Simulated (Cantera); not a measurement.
# Ignition delay

Mixture: CH4 : H2 : O2 : N2 : CO2 = 1 : 1.1 : 1.16 : 4.36 : 2 (molar parts), equivalence ratio 2.2, at 6.61 atm, adiabatic and at constant volume. Ignition delay is the time to a rise of 400 K.

Detailed kinetics in Cantera: GRI-Mech 3.0 (53 species, 325 reactions).

```json
[
 {"T0 (K)": "1300", "delay (ms)": "0.177"},
 {"T0 (K)": "1400", "delay (ms)": "0.0933"},
 {"T0 (K)": "1500", "delay (ms)": "0.0514"},
 {"T0 (K)": "1600", "delay (ms)": "0.0292"},
 {"T0 (K)": "1700", "delay (ms)": "0.0172"},
 {"T0 (K)": "1800", "delay (ms)": "0.0105"},
 {"T0 (K)": "1900", "delay (ms)": "0.00670"},
 {"T0 (K)": "2000", "delay (ms)": "0.00442"},
 {"T0 (K)": "2100", "delay (ms)": "0.00303"}
]
```

The apparent activation energy between 1900 and 2100 K is 130 kJ/mol.
